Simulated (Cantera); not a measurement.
A closed system holds: 1 mol B, 2.4 mol O2, 9 mol N2, a varied amount of NH3, at 1848.15 K and 0.100 bar.

These are equilibrium values from Cantera (NASA tables, ideal gas, pure condensed phases), not measurements of a reactor. Candidate condensed phases: B, BN, B2O3, B3O3H3, H2O; 39 gas species. The numbers say what is thermodynamically allowed, not how fast it happens.

Q: At 1.5 mol NH3, list the 5 most abundant gas species with their mole fractions, and the condensed phases.

A: N2 0.747, H2O 0.137, HBO2 0.0701, O2 0.0388, B2O3 0.00290. Condensed: gas only.
